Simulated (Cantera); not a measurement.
Diamond growth

A diamond (100) surface in a fixed gas of H2 with x(CH4) = 0.0031, x(H) = 0.0014, x(CH3) = 5.4e-05, at 900 K; coverages are run to steady state.

Detailed kinetics in Cantera: the Harris–Goodwin 1993 mechanism for the reconstructed diamond (100) surface.

| P (Pa) | growth (µm/h) | θ c6HH | θ c6H* | θ c6*H | θ c6** | θ c6HM |
|---|---|---|---|---|---|---|
| 320 | 0.0456 | 0.669 | 0.0101 | 0.283 | 0.00412 | 0.0274 |
| 650 | 0.0986 | 0.668 | 0.0101 | 0.282 | 0.00411 | 0.0291 |
| 1300 | 0.203 | 0.667 | 0.0101 | 0.282 | 0.00411 | 0.0301 |
| 2600 | 0.413 | 0.666 | 0.0101 | 0.281 | 0.00411 | 0.0306 |
| 5200 | 0.834 | 0.666 | 0.0101 | 0.281 | 0.00410 | 0.0308 |
| 11000 | 1.77 | 0.666 | 0.0101 | 0.281 | 0.00411 | 0.0310 |
| 21000 | 3.39 | 0.666 | 0.0101 | 0.281 | 0.00411 | 0.0310 |
| 42000 | 6.78 | 0.666 | 0.0101 | 0.281 | 0.00411 | 0.0311 |
θ: site fractions in the mechanism's names (c6HH fully hydrogenated, c6H* and c6*H radical sites, c6** diradical, c6HM methylated).
